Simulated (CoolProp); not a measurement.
Vapour-liquid equilibrium of acetone (1) + benzene (2) at 326.4 K; x and y are mole fractions of (1).

The numbers come from the multi-fluid Helmholtz-energy mixture model, Lemmon 2006 and Thol 2012; pair parameters Bell 2016 in CoolProp.

Give the bubble pressure and the first vapour's composition at x = 0.125, 0.65, 0.725. Is there an azeotrope?

x = 0.125: 51.31 kPa, y = 0.293; x = 0.65: 78.78 kPa, y = 0.782; x = 0.725: 81.76 kPa, y = 0.829. No azeotrope shows between x = 0.05 and 0.95.

The pair parameters rest on a limited set of measurements; away from them the model extrapolates.
